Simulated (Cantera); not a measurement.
An adiabatic, constant-pressure homogeneous reactor starts with 6.54 % H2, 9.09 % O2, 84.4 % N2, equivalence ratio 0.36, at 1625 K and 18.8 atm.

Model: the H2/O2 subset of GRI-Mech 3.0, which has no nitrogen chemistry, integrated in Cantera. The hydrogen kinetics of GRI-Mech 3.0 are dated; newer H2 mechanisms differ, most at raised pressure. The pressure lies above the range GRI-Mech 3.0 was tuned for (to about 10 atm).

Problem. Predict: time of steepest temperature rise; temperature at 1.00 s; equilibrium temperature; x(H2) at 1.00 s; x(O2) at 1.00 s; x(HO2) at 1.00 s; x(OH) at 1.00 s; x(H) at 1.00 s; x(H2O) at 1.00 s.

Solution. 
```
Item                                                                   Value
---------------------------------  -----------------------------------------
time of steepest temperature rise                                    1.33 µs
temperature at 1.00 s                                                 2081 K
equilibrium temperature                                               2081 K
x(H2) at 1.00 s                      3.29e-5 (gas-phase equilibrium 3.29e-5)
x(O2) at 1.00 s                        0.0599 (gas-phase equilibrium 0.0599)
x(HO2) at 1.00 s                     2.59e-6 (gas-phase equilibrium 2.59e-6)
x(OH) at 1.00 s                    0.000861 (gas-phase equilibrium 0.000861)
x(H) at 1.00 s                       3.66e-6 (gas-phase equilibrium 3.66e-6)
x(H2O) at 1.00 s                       0.0671 (gas-phase equilibrium 0.0671)
```
